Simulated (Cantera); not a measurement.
Input: 1 mol SiH4, 0.18 mol NH3, at 1948 K and 113 Torr.

Equilibrium computed with Cantera from the NASA thermochemical tables; the gas is ideal and each condensed phase is pure. Candidate condensed phases: Si, Si3N4; 18 gas species. Gases not in the tables: Si2H6 and higher silanes. Kinetics and transport are ignored.

Base state: H2 0.959, N2 0.0381, H 0.00286, Si 0.000155, SiH2 7.51e-5, SiH 4.51e-5 (mole fractions); condensed: Si(l).

Problem. What changes in the equilibrium state with this change: pressure from 113 Torr to 7.50 Torr?

Solution. 
```tsv
species	before	after
H2	0.959	0.949
N2	0.0381	0.0378
H	0.00286	0.0110
Si	0.000155	0.00232
Si2	1.41e-6	2.12e-5
SiN	3.46e-6	1.34e-5
Si(l), mol	0.999	0.994
```
The tables' values for SiN are old estimates; treat these amounts as uncertain.
